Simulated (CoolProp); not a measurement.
Vapour-liquid equilibrium of R125 (1) + R115 (2) at 0.0202 MPa; x and y are mole fractions of (1).

Computed with CoolProp (multi-fluid Helmholtz-energy mixture model, Lemmon 2005 and Lemmon 2016; pair parameters Bell 2016).

```tsv
x	bubble temperature (°C)	y at the bubble point	dew temperature at overall composition x (°C)	liquid density (mol/L)
0.05	-71.6	0.148	-70.4	10.81
0.15	-74.0	0.332	-71.6	11.05
0.25	-75.4	0.442	-72.9	11.28
0.35	-76.2	0.518	-74.2	11.52
0.45	-76.8	0.576	-75.5	11.77
0.55	-77.1	0.628	-76.5	12.03
0.65	-77.3	0.679	-77.2	12.31
0.75	-77.3	0.738	-77.3	12.61
0.85	-77.1	0.813	-77.0	12.92
0.95	-76.6	0.923	-76.4	13.25
```

y crosses x between x = 0.65 and 0.75: the model has an azeotrope there.

Pair parameters are fitted to limited data, so mixtures are less certain than the pure fluids.
